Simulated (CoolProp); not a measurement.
Properties of toluene along the isotherm 96.15 °C (Tc = 318.6 °C, pc = 4.126 MPa, ω = 0.266).

Values from CoolProp's reference Helmholtz-energy equation of state, Lemmon 2006. It is a short technical equation, of lower accuracy than the large ones.

| p (MPa) | phase | Z | cp (kJ/(kg K)) | cv (kJ/(kg K)) | speed of sound (m/s) | Prandtl number |
|---|---|---|---|---|---|---|
| 0.0196 | gas | 0.9913 | 1.411 | 1.316 | 187.3 | 0.727 |
| 0.033 | gas | 0.9853 | 1.417 | 1.319 | 186.4 | 0.730 |
| 0.0557 | gas | 0.9749 | 1.427 | 1.324 | (withheld) | 0.736 |
| 0.0941 | liquid | 0.003557 | 1.949 | 1.484 | 1015 | 4.88 |
| 0.159 | liquid | 0.006010 | 1.949 | 1.484 | 1016 | 4.88 |
| 0.268 | liquid | 0.01013 | 1.948 | 1.484 | 1017 | 4.88 |
| 0.452 | liquid | 0.01708 | 1.948 | 1.484 | 1018 | 4.88 |
| 0.763 | liquid | 0.02881 | 1.947 | 1.484 | 1020 | 4.89 |
| 1.29 | liquid | 0.04867 | 1.946 | 1.485 | 1024 | 4.90 |
| 2.17 | liquid | 0.08176 | 1.944 | 1.485 | 1030 | 4.92 |
| 3.67 | liquid | 0.1380 | 1.941 | 1.485 | 1041 | 4.95 |
| 6.19 | liquid | 0.2318 | (withheld) | (withheld) | 1058 | 4.99 |

Problem. Complete the blanks.

Solution. 
- 0.0557, speed of sound (m/s): 184.7
- 6.19, cp (kJ/(kg K)): 1.935
- 6.19, cv (kJ/(kg K)): 1.486

Viscosity comes from a separate model (Avgeri 2015). Thermal conductivity comes from a separate model (Assael 2012).
